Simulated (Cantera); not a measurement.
Mixture: CH4 : O2 : N2 = 1 : 1.11 : 4.18 (molar parts), equivalence ratio 1.8, at 10.0 bar, adiabatic and at constant volume. Ignition delay is the time to a rise of 400 K.

Model: GRI-Mech 3.0 (53 species, 325 reactions), integrated in Cantera.

### Question
What does this change do: pressure from 10.0 bar to 19.0 bar?

### Answer
| quantity | before | after |
|---|---|---|
| delay at 1200 K | 6.11 ms | 2.91 ms |
| delay at 1275 K | 2.47 ms | 1.22 ms |
| delay at 1350 K | 1.06 ms | 0.545 ms |
| delay at 1425 K | 0.477 ms | 0.255 ms |
| delay at 1500 K | 0.224 ms | 0.124 ms |
| delay at 1575 K | 0.109 ms | 62.7 µs |
| apparent activation energy between 1425 and 1575 K | 180 kJ/mol | 170 kJ/mol |
The pressure lies above the range GRI-Mech 3.0 was tuned for (to about 10 atm).
